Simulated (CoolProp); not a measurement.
Vapour-liquid equilibrium of sulfur dioxide (1) + toluene (2) at 85.15 °C; x and y are mole fractions of (1).

Model: multi-fluid Helmholtz-energy mixture model, Gao 2016 and Lemmon 2006; pair parameters Bell 2016, in CoolProp.

| x | bubble pressure (MPa) | y at the bubble point | dew pressure at overall composition x (MPa) | liquid density (mol/L) |
|---|---|---|---|---|
| 0.05 | 0.1123 | 0.599 | 0.04870 | 9.009 |
| 0.125 | 0.2274 | 0.812 | 0.05280 | 9.448 |
| 0.2 | 0.3582 | 0.887 | 0.05766 | 9.918 |
| 0.275 | 0.5001 | 0.924 | 0.06349 | 10.43 |
| 0.35 | 0.6488 | 0.946 | 0.07061 | 10.97 |
| 0.425 | 0.8007 | 0.959 | 0.07952 | 11.57 |
| 0.5 | 0.9534 | 0.969 | 0.09099 | 12.21 |
| 0.575 | 1.105 | 0.976 | 0.1063 | 12.91 |
| 0.65 | 1.257 | 0.981 | 0.1278 | 13.67 |
| 0.725 | 1.409 | 0.986 | 0.1602 | 14.51 |
| 0.8 | 1.565 | 0.990 | 0.2149 | 15.42 |
| 0.875 | 1.727 | 0.994 | 0.3269 | 16.42 |
| 0.95 | 1.899 | 0.997 | 0.6892 | 17.53 |

No azeotrope shows between x = 0.05 and 0.95.

The pair parameters rest on a limited set of measurements; away from them the model extrapolates.
